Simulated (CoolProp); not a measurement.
A single-stage vapour-compression cycle with vinyl chloride: evaporating at 227.15 K (dew point), condensing at 247.15 K (bubble point), superheat 2 K, subcooling 2 K, compressor efficiency 0.9, no pressure losses. Each further row changes one setting.

Computed with CoolProp (reference Helmholtz-energy equation of state, Thol 2022).

| case | cooling COP | pressure ratio | discharge temperature (K) | refrigerating effect (kJ/kg) | volumetric capacity (kJ/m³) |
|---|---|---|---|---|---|
| as stated | 9.55 | 2.76 | 278.3 | 356 | 256 |
| evaporating temperature 232.15 K | … | … | 270.2 | 359 | 333 |
| condensing temperature 242.15 K | 13.0 | 2.18 | … | 363 | 261 |
| subcooling 7 K | … | 2.76 | 278.3 | 363 | 261 |
| superheat 12 K | 9.35 | 2.76 | 289.0 | 363 | … |
| compressor efficiency 0.8 | 8.49 | 2.76 | … | 356 | 256 |

### Question
What belongs in the gaps?

### Answer

- evaporating temperature 232.15 K, cooling COP: 13.3
- evaporating temperature 232.15 K, pressure ratio: 2.10
- condensing temperature 242.15 K, discharge temperature (K): 266.7
- subcooling 7 K, cooling COP: 9.75
- superheat 12 K, volumetric capacity (kJ/m³): 250
- compressor efficiency 0.8, discharge temperature (K): 283.9
